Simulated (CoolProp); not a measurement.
C3F8 (R218) along the isobar 13.8 MPa: fugacity coefficient from the reference equation and from simpler models built on Tc = 345.0 K, pc = 2.640 MPa, ω = 0.317; each cubic takes its own stable root.

Computed with CoolProp (reference Helmholtz-energy equation of state, Lemmon 2006). It is a short technical equation, of lower accuracy than the large ones.

```
T (K)          phase  reference
-----  -------------  ---------
274.5         liquid    0.05745
279.9         liquid    0.06656
285.4         liquid    0.07670
290.8         liquid    0.08752
296.2         liquid    0.09919
301.7         liquid     0.1119
307.1         liquid     0.1253
312.5         liquid     0.1394
318           liquid     0.1545
323.4         liquid     0.1701
328.8         liquid     0.1864
334.3         liquid     0.2036
339.7         liquid     0.2211
345.1  supercritical     0.2391
350.6  supercritical     0.2579
356    supercritical     0.2768
```

Task: How far does each simpler model (Redlich-Kwong, Peng-Robinson) lie from the reference over these 16 states: mean and median of the absolute difference, and the worst?

Result: 
- Redlich-Kwong: mean 21.0 %, median 18.7 %, worst +46.8 % at 274.5 K and 13.8 MPa
- Peng-Robinson: mean 4.7 %, median 4.7 %, worst -5.5 % at 274.5 K and 13.8 MPa
